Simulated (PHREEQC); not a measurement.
Solution (20 °C): 8.7 mmol/kgw HF, 0.13 mmol/kgw (CH3)4NF and 5.3 mmol/kgw H2SiF6. Closed to the air; pH follows from the charge balance.

Computed with PHREEQC (ion-association model, wateq4f.dat).

```tsv
quantity	before	after
pH	2.00	2.87
ionic strength (mol/kgw)	0.0166	0.00173
HF (mol/kgw)	0.00779	0.00136
F- (mol/kgw)	0.000650	0.000772
H2F2 (mol/kgw)	0.000189	5.74e-6
HF2- (mol/kgw)	1.87e-5	3.86e-6
SI of Quartz (SiO2)	-1.35	+0.38
```

Question: Name the change that produced these shifts.
A) (CH3)4NF replaced by NaBF4 at the same molality
B) H2SiF6 from 0.0053 to 0.00477 mol/kgw
C) HF replaced by Na2SiF6 at the same molality
D) 0.00023 mol/kgw K2SiO3 added
E) diluted 10-fold with water

Answer: E, diluted 10-fold with water

This is a speciation only: nothing precipitates in the calculation. Some of these states are supersaturated (in Quartz (slow to form), for instance). (CH3)4N+ isn't in the database: it is added as a free cation with an ion size of 4 Å. SiF6-2 is the database's only silicon fluoride.
